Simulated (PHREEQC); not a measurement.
Make-up at 20 °C: 0.0032 mol LiOH and 0.00012 mol CO2 per kg of water. Closed to the air; pH follows from the charge balance.

Equilibrium calculation in PHREEQC: ion-association model, wateq4f.dat.

Each row changes one thing in this solution. This is a speciation only: nothing precipitates in the calculation.

```csv
case,pH,ionic strength (mol/kgw)
as made,11.61,0.00331
0.00053 mol/kgw HNO3 added,11.53,0.00331
CO2 left out,11.65,0.00320
LiOH left out,5.16,6.87e-6
CO2 from 0.00012 to 0.000132 mol/kgw,11.61,___
diluted 5-fold with water,___,0.000659
diluted 100-fold with water,9.65,3.22e-5
```

Question: Complete the blanks.

Answer: 
- CO2 from 0.00012 to 0.000132 mol/kgw, ionic strength (mol/kgw): 0.00333
- diluted 5-fold with water, pH: 10.93

Complexes and solids missing from the database can't appear.
